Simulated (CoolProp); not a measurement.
Vapour-liquid equilibrium of nitrogen (1) + methane (2) at 102.7 K; x and y are mole fractions of (1).

The numbers come from the multi-fluid Helmholtz-energy mixture model, Span 2000 and Setzmann 1991; pair parameters Kunz 2012 in CoolProp.

| x | bubble pressure, mixture model (kPa) | bubble pressure, Raoult's law (kPa) | y, mixture model | y, Raoult's law |
|---|---|---|---|---|
| 0.05 | 124.7 | 89.63 | 0.640 | 0.521 |
| 0.15 | 255.7 | 178.5 | (withheld) | 0.785 |
| 0.25 | 359.7 | 267.4 | (withheld) | 0.873 |
| 0.35 | 445.4 | 356.3 | 0.913 | 0.918 |
| 0.45 | (withheld) | 445.2 | 0.930 | 0.944 |
| 0.55 | 587.6 | 534.0 | (withheld) | 0.962 |
| 0.65 | 653.8 | 622.9 | 0.955 | 0.975 |
| 0.75 | 722.5 | 711.8 | (withheld) | 0.984 |
| 0.85 | 797.8 | 800.7 | 0.978 | 0.992 |
| 0.95 | 884.6 | 889.6 | 0.992 | 0.997 |

Question: Fill in the missing entries.

Answer: 
- 0.15, y, mixture model: 0.831
- 0.25, y, mixture model: 0.885
- 0.45, bubble pressure, mixture model (kPa): 519.7
- 0.55, y, mixture model: 0.943
- 0.75, y, mixture model: 0.966

The largest gap from Raoult's law is +43.2 % in bubble pressure, at x = 0.15. No azeotrope shows between x = 0.05 and 0.95.

The pair parameters rest on a limited set of measurements; away from them the model extrapolates. The gap from Raoult's law changes sign with composition, which may be real or a fault of the pair parameters; it wasn't checked against measurements.
